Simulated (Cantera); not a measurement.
A perfectly stirred reactor is fed with 19.2 % C2H6, 80.8 % N2, at 0.0133 bar; it is held at 1950 K, and followed from long to short residence time.

Computed with Cantera and GRI-Mech 3.0 (53 species, 325 reactions). GRI-Mech 3.0 stops at C3 and has no aromatics, soot or wall deposition, so with more carbon than oxygen in the feed, carbon stays in small species such as C2H2 where larger ones or solid carbon would form. Radical loss at walls, strong at low pressure, is not modelled.

Problem. Predict: x(C2H6) at τ = 17.0 s; x(C2H4) at τ = 17.0 s; x(C2H2) at τ = 17.0 s; x(C2H) at τ = 17.0 s; x(CH4) at τ = 17.0 s; x(C2H6) at τ = 0.110 s; x(C2H4) at τ = 0.110 s; x(C2H2) at τ = 0.110 s; x(C2H) at τ = 0.110 s; x(CH4) at τ = 0.110 s.

Solution. 
- x(C2H6) at τ = 17.0 s = 4.61e-7
- x(C2H4) at τ = 17.0 s = 7.25e-6
- x(C2H2) at τ = 17.0 s = 0.136
- x(C2H) at τ = 17.0 s = 3.39e-5
- x(CH4) at τ = 17.0 s = 0.000702
- x(C2H6) at τ = 0.110 s = 8.67e-5
- x(C2H4) at τ = 0.110 s = 0.000539
- x(C2H2) at τ = 0.110 s = 0.132
- x(C2H) at τ = 0.110 s = 2.56e-5
- x(CH4) at τ = 0.110 s = 0.0135
